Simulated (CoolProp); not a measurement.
Saturated liquid density (kg/m³) of water: the reference equation beside estimates from Tc = 647.1 K, pc = 22.06 MPa, ω = 0.344. Rackett uses Z = 0.29056 − 0.08775 ω.

Computed with CoolProp (reference Helmholtz-energy equation of state, Wagner 2002).

```csv
T (K),reference,Rackett,van der Waals,Redlich-Kwong,Soave-Redlich-Kwong,Peng-Robinson
345.8,976.2,837.0,474.8,703.4,728.3,819.7
361.1,966.7,823.8,468.0,691.9,718.4,809.2
376.4,956.0,810.2,461.0,680.0,708.1,798.2
391.7,944.3,796.3,453.7,667.5,697.1,786.4
407,931.5,782.1,446.2,654.5,685.4,773.8
422.3,917.8,767.4,438.4,640.8,673.0,760.5
437.6,903.1,752.3,430.2,626.5,659.8,746.2
452.9,887.3,736.8,421.7,611.4,645.8,730.9
468.2,870.4,720.7,412.8,595.6,630.8,714.4
483.5,852.3,703.9,403.5,578.9,614.7,696.7
498.8,832.9,686.5,393.7,561.3,597.4,677.5
514.1,812.0,668.1,383.3,542.6,578.7,656.7
529.4,789.5,648.8,372.2,522.7,558.5,633.9
544.7,764.9,628.2,360.4,501.3,536.4,608.9
560,737.8,606.0,347.6,478.2,512.1,581.2
```

Absolute difference from the reference over all 15 rows, mean and median: Rackett 16.6 and 17.0 %, van der Waals 52.3 and 52.5 %, Redlich-Kwong 31.3 and 31.1 %, Soave-Redlich-Kwong 27.5 and 27.2 %, Peng-Robinson 18.0 and 17.6 %.
